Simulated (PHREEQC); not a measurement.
Synthetic water in mg/L, 25 °C, pH 5.93, pe 0:

| constituent | mg/L |
|---|---|
| Na | 0.0775 |
| K | 0.0728 |
| Ca | 0.0518 |
| Mg | 0.00622 |
| Cl | 0.0203 |
| S(6) as SO4 | 0.105 |
| Alkalinity as HCO3 | 0.347 |
| Si as SiO2 | 0.0144 |
| N(-3) as NH4 | 1.94e-05 |

Valence states are taken as typed.

Computed with PHREEQC (ion-association model, phreeqc.dat).

```json
[
 {"quantity": "CO2 (mol/kgw)", "before": "1.80e-5", "after": "1.50e-6"},
 {"quantity": "HCO3- (mol/kgw)", "before": "6.86e-6", "after": "5.71e-6"},
 {"quantity": "CO3-2 (mol/kgw)", "before": "2.77e-10", "after": "2.31e-9"},
 {"quantity": "CaSO4 (mol/kgw)", "before": "2.43e-10", "after": "2.43e-10"},
 {"quantity": "HSO4- (mol/kgw)", "before": "1.23e-10", "after": "1.23e-11"},
 {"quantity": "CaHCO3+ (mol/kgw)", "before": "1.11e-10", "after": "9.27e-11"},
 {"quantity": "SI of Quartz (SiO2)", "before": "-2.64", "after": "-2.64"}
]
```

### Question
What was changed between the two runs?
A. pH from 5.93 to 6.93 at the same alkalinity
B. all concentrations times 3 at the same typed pH
C. Alkalinity from 0.347 to 1.04 mg/L
D. Si from 0.0144 to 0.0432 mg/L

### Answer
A, pH from 5.93 to 6.93 at the same alkalinity

This is a speciation only: nothing precipitates in the calculation.
